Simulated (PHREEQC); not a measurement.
Make-up at 20 °C: 26 mmol/kgw CuCl2, 1 mmol/kgw H2SO4 and 190 mmol/kgw H3BO3. Closed to the air; pH follows from the charge balance.

All values are PHREEQC results (ion-association model, wateq4f.dat), not measurements.

Each row changes one thing in this solution. This is a speciation only: nothing precipitates in the calculation.

| case | pH | ionic strength (mol/kgw) | SO4-2 (mol/kgw) | HSO4- (mol/kgw) |
|---|---|---|---|---|
| as made | 2.79 | 0.0769 | 0.000523 | 3.86e-5 |
| H3BO3 left out | 2.79 | 0.0769 | 0.000523 | 3.86e-5 |
| CuCl2 left out | 2.75 | 0.00277 | 0.000883 | (withheld) |
| CuCl2 replaced by CdCl2 at the same molality | 2.78 | 0.0461 | (withheld) | 4.98e-5 |
| CuCl2 from 0.026 to 0.052 mol/kgw | 2.80 | (withheld) | 0.000469 | 2.85e-5 |
| temperature from 20 to 25 °C | 2.79 | 0.0763 | 0.000518 | 4.22e-5 |
| H2SO4 from 0.001 to 0.0001 mol/kgw | 3.77 | 0.0758 | (withheld) | 4.08e-7 |

Task: What belongs in the gaps?

Result: 
- CuCl2 left out, HSO4- (mol/kgw): 0.000116
- CuCl2 replaced by CdCl2 at the same molality, SO4-2 (mol/kgw): 0.000593
- CuCl2 from 0.026 to 0.052 mol/kgw, ionic strength (mol/kgw): 0.149
- H2SO4 from 0.001 to 0.0001 mol/kgw, SO4-2 (mol/kgw): 5.36e-5

Complexes and solids missing from the database can't appear.
